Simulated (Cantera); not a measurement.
## Low-pressure radical oxidation in H2/O2

An isothermal, constant-pressure homogeneous reactor starts with H2 : O2 : N2 = 0.24 : 1 : 0.66 (molar parts), at 1373 K and 0.00240 bar.

Cantera simulation using GRI-Mech 3.0 (53 species, 325 reactions); the numbers are that mechanism's predictions, not measurements. Radical loss at walls, strong at low pressure, is not modelled. The temperature is held fixed by assumption; the heat of reaction is taken as removed at once.

```tsv
t (s)	x H2	x O2	x N2O	x H	x O
7.00e-6	0.126	0.526	<1e-12	1.32e-9	2.06e-11
1.88e-5	0.126	0.526	<1e-12	3.46e-9	1.45e-10
5.06e-5	0.126	0.526	<1e-12	8.85e-9	9.76e-10
0.000136	0.126	0.526	<1e-12	2.23e-8	6.10e-9
0.000366	0.126	0.526	<1e-12	6.90e-8	3.71e-8
0.000984	0.126	0.526	<1e-12	5.30e-7	3.81e-7
0.00265	0.126	0.526	<1e-12	7.02e-5	5.24e-5
0.00711	0.00804	0.447	1.94e-10	0.0386	0.0544
0.0191	0.00610	0.444	4.73e-10	0.0368	0.0582
0.0514	0.00600	0.445	4.84e-10	0.0356	0.0567
0.138	0.00571	0.449	5.03e-10	0.0323	0.0530
0.372	0.00497	0.456	5.55e-10	0.0250	0.0442
1.00	0.00332	0.470	7.06e-10	0.0125	0.0275
```
x: mole fraction; the columns are a selection and need not sum to one.

Equilibrium at this temperature and pressure: H2 1.17e-6, O2 0.494, N2O 1.41e-9, H 7.39e-8, O 8.90e-6 (gas phase only).
